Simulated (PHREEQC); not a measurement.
1 kg of water holding 0.022 mol/kgw KOH and 0.23 mol/kgw NaCl meets 20 L of dry gas (CH4 1 by moles) at fixed total pressure, at 5 atm; fugacities by Peng-Robinson. The gases take part in no redox reaction, some water evaporates into the gas, and hydrates or a liquid gas phase aren't modelled. No solid was allowed to form.

All values are PHREEQC results (ion-association model, phreeqc.dat), not measurements.

```json
[
 {"T (°C)": "10", "dissolved CH4 (mol/kgw)": "0.0108", "φ of CH4": "0.987"},
 {"T (°C)": "20", "dissolved CH4 (mol/kgw)": "0.00816", "φ of CH4": "0.988"},
 {"T (°C)": "30", "dissolved CH4 (mol/kgw)": "0.00659", "φ of CH4": "0.989"},
 {"T (°C)": "40", "dissolved CH4 (mol/kgw)": "0.00561", "φ of CH4": "0.991"},
 {"T (°C)": "50", "dissolved CH4 (mol/kgw)": "0.00499", "φ of CH4": "0.992"},
 {"T (°C)": "60", "dissolved CH4 (mol/kgw)": "0.00457", "φ of CH4": "0.992"},
 {"T (°C)": "70", "dissolved CH4 (mol/kgw)": "0.00429", "φ of CH4": "0.993"},
 {"T (°C)": "80", "dissolved CH4 (mol/kgw)": "0.00408", "φ of CH4": "0.994"},
 {"T (°C)": "90", "dissolved CH4 (mol/kgw)": "0.00390", "φ of CH4": "0.995"}
]
```

At this temperature some constants are extrapolated from 25 °C, and those without enthalpy data are left unchanged.
